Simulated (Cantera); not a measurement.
Source: NASA polynomial tables (part measured, part estimated), evaluated in Cantera. Values are per mole of reaction as written; species without (g) are pure solids or liquids, kept so even where they would boil at 1 bar.

2 CsCl + H2O2(g) ⇌ 2 Cs + 2 HCl(g) + 2 O(g)

```json
[
 {"T (K)": "400", "ΔH° (kJ)": "1341.4", "ΔS° (J/K)": "447.8", "ΔG° (kJ)": "1162.3", "log10 K": "-151.78"},
 {"T (K)": "450", "ΔH° (kJ)": "1341.8", "ΔS° (J/K)": "448.6", "ΔG° (kJ)": "1139.9", "log10 K": "-132.31"},
 {"T (K)": "500", "ΔH° (kJ)": "1341.9", "ΔS° (J/K)": "448.8", "ΔG° (kJ)": "1117.5", "log10 K": "-116.74"},
 {"T (K)": "550", "ΔH° (kJ)": "?", "ΔS° (J/K)": "?", "ΔG° (kJ)": "?", "log10 K": "?"},
 {"T (K)": "600", "ΔH° (kJ)": "?", "ΔS° (J/K)": "?", "ΔG° (kJ)": "?", "log10 K": "?"},
 {"T (K)": "650", "ΔH° (kJ)": "1340.7", "ΔS° (J/K)": "446.8", "ΔG° (kJ)": "1050.2", "log10 K": "-84.40"},
 {"T (K)": "700", "ΔH° (kJ)": "1339.9", "ΔS° (J/K)": "445.6", "ΔG° (kJ)": "1027.9", "log10 K": "-76.70"},
 {"T (K)": "750", "ΔH° (kJ)": "1331.3", "ΔS° (J/K)": "434.1", "ΔG° (kJ)": "1005.7", "log10 K": "-70.04"},
 {"T (K)": "800", "ΔH° (kJ)": "1330.1", "ΔS° (J/K)": "432.6", "ΔG° (kJ)": "984.1", "log10 K": "-64.25"},
 {"T (K)": "850", "ΔH° (kJ)": "1328.9", "ΔS° (J/K)": "431.0", "ΔG° (kJ)": "962.5", "log10 K": "-59.15"}
]
```

Question: What belongs in the gaps?

Answer: 
- 550, ΔH° (kJ): 1341.7
- 550, ΔS° (J/K): 448.5
- 550, ΔG° (kJ): 1095.0
- 550, log10 K: -103.99
- 600, ΔH° (kJ): 1341.3
- 600, ΔS° (J/K): 447.8
- 600, ΔG° (kJ): 1072.6
- 600, log10 K: -93.38
